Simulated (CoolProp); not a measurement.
Vapour-liquid equilibrium of octamethyltrisiloxane (MDM) (1) + octamethylcyclotetrasiloxane (D4) (2) at 0.00734 MPa; x and y are mole fractions of (1).

The numbers come from the multi-fluid Helmholtz-energy mixture model, Thol 2017 and Thol 2015; pair parameters Bell 2016 in CoolProp.

| x | bubble temperature (K) | y at the bubble point | dew temperature at overall composition x (K) | liquid density (mol/L) |
|---|---|---|---|---|
| 0.05 | 367.2 | 0.117 | 368.2 | 2.944 |
| 0.125 | 364.9 | 0.262 | 367.1 | 2.968 |
| 0.2 | 362.9 | 0.380 | 365.9 | 2.991 |
| 0.275 | 361.0 | 0.479 | 364.7 | 3.014 |
| 0.35 | 359.4 | 0.565 | 363.4 | 3.036 |
| 0.425 | 357.8 | 0.639 | 362.1 | 3.059 |
| 0.5 | 356.4 | 0.705 | 360.7 | 3.081 |
| 0.575 | 355.0 | 0.764 | 359.2 | 3.103 |
| 0.65 | 353.7 | 0.817 | 357.6 | 3.126 |
| 0.725 | 352.4 | 0.865 | 355.9 | 3.148 |
| 0.8 | 351.2 | 0.907 | 354.1 | 3.170 |
| 0.875 | 350.0 | 0.946 | 352.1 | 3.192 |
| 0.95 | 348.9 | 0.980 | 349.9 | 3.214 |

No azeotrope shows between x = 0.05 and 0.95.

The pair parameters rest on a limited set of measurements; away from them the model extrapolates.
